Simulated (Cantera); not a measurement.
A perfectly stirred reactor is fed with NO : N2 = 1 : 2.4 (molar parts), at 315 Torr; it is held at 2125 K, and followed from long to short residence time.

Model: GRI-Mech 3.0 (53 species, 325 reactions), integrated in Cantera.

What does this change do: pressure from 315 Torr to 20.0 Torr?


```tsv
quantity	before	after
x(NO) at τ = 17.0 s	0.0197	0.0436
x(N2O) at τ = 17.0 s	4.60e-7	5.78e-7
x(N2) at τ = 17.0 s	0.843	0.830
x(O2) at τ = 17.0 s	0.137	0.123
x(NO2) at τ = 17.0 s	1.45e-5	7.72e-6
x(NO) at τ = 0.120 s	0.249	0.289
x(N2O) at τ = 0.120 s	2.89e-5	3.43e-5
x(N2) at τ = 0.120 s	0.728	0.708
x(O2) at τ = 0.120 s	0.0221	0.00210
x(NO2) at τ = 0.120 s	8.00e-5	8.50e-6
```
Radical loss at walls, strong at low pressure, is not modelled.

What does this change do: N2 2.4 to 12 parts?


| quantity | before | after |
|---|---|---|
| x(NO) at τ = 17.0 s | 0.0197 | 0.00863 |
| x(N2O) at τ = 17.0 s | 4.60e-7 | 2.12e-7 |
| x(N2) at τ = 17.0 s | 0.843 | 0.957 |
| x(O2) at τ = 17.0 s | 0.137 | 0.0339 |
| x(NO2) at τ = 17.0 s | 1.45e-5 | 3.18e-6 |
| x(NO) at τ = 0.120 s | 0.249 | 0.0725 |
| x(N2O) at τ = 0.120 s | 2.89e-5 | 2.65e-6 |
| x(N2) at τ = 0.120 s | 0.728 | 0.925 |
| x(O2) at τ = 0.120 s | 0.0221 | 0.00213 |
| x(NO2) at τ = 0.120 s | 8.00e-5 | 8.45e-6 |
